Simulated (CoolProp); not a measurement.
Vinyl chloride along the isobar 4.02 MPa: density (kg/m³) from the reference equation and from simpler models built on Tc = 151.9 °C, pc = 5.600 MPa, ω = 0.160; each cubic takes its own stable root.

Computed with CoolProp (reference Helmholtz-energy equation of state, Thol 2022).

```
T (°C)   phase  reference
------  ------  ---------
4.45    liquid      943.9
15.75   liquid      923.8
26.95   liquid      903.4
38.25   liquid      882.3
49.45   liquid      860.6
60.65   liquid      837.9
71.95   liquid      813.7
83.15   liquid      788.0
94.45   liquid      759.4
105.65  liquid      727.2
116.85  liquid      688.7
128.15  liquid      636.5
139.35     gas      116.3
```

### Question
How far does each simpler model (van der Waals, Redlich-Kwong, Soave-Redlich-Kwong, Peng-Robinson) lie from the reference over these 13 states: mean and median of the absolute difference, and the worst?

### Answer
- van der Waals: mean 38.0 %, median 36.5 %, worst -81.7 % at 128.15 °C and 4.02 MPa
- Redlich-Kwong: mean 15.5 %, median 10.0 %, worst -79.6 % at 128.15 °C and 4.02 MPa
- Soave-Redlich-Kwong: mean 8.6 %, median 7.7 %, worst -16.5 % at 128.15 °C and 4.02 MPa
- Peng-Robinson: mean 3.9 %, median 4.4 %, worst -5.9 % at 128.15 °C and 4.02 MPa

At some of these states van der Waals, Redlich-Kwong gives the other phase, because its saturation line lies elsewhere.
